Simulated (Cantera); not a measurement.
Si2Cl6 + NH3 + H2 + N2 (silicon nitride deposition)

A closed system holds: 1 mol Si2Cl6, a varied amount of NH3, 0.63 mol H2, 1.5 mol N2, held at 0.0390 Torr.

Equilibrium computed with Cantera from the NASA thermochemical tables; the gas is ideal and each condensed phase is pure. Candidate condensed phases: NH4Cl, Si, Si3N4; 28 gas species. The feed counts by its element totals alone. The tables' values for SiCl3 are old estimates. Equilibrium is a limit: real reactors are often held back by kinetics, nucleation or transport.

### Question
Map the stable condensed phases over T = 800, 900, 1000, 1100, 1200, 1300, 1400, 1500, 1600, 1700, 1800, 1900, 2000 K and n(NH3) in mol = 0.52, 0.68, 0.9, 1.2, 1.6, 2.1, 2.7, 3.6, 4.7, 6.2.

### Answer
```
T in K \ n(NH3) in mol
         0.52 0.68  0.9  1.2  1.6  2.1  2.7  3.6  4.7  6.2
   2000     A    A    A    A    A    A    A    A    A    A
   1900     A    A    A    A    A    A    A    A    A    A
   1800     A    A    A    A    A    A    A    A    A    A
   1700     A    A    A    A    A    A    A    A    A    A
   1600     A    A    A    A    A    A    A    A    A    B
   1500     A    A    A    A    A    A    A    A    B    B
   1400     A    A    A    A    A    A    C    C    C    C
   1300     C    C    C    C    C    C    C    C    C    C
   1200     C    C    C    C    C    C    C    C    C    C
   1100     C    C    C    C    C    C    C    C    C    C
   1000     C    C    C    C    C    C    C    C    C    C
    900     C    C    C    C    C    C    C    C    C    C
    800     C    C    C    C    C    C    C    C    C    C
```
A: gas only; B: Si; C: Si3N4.
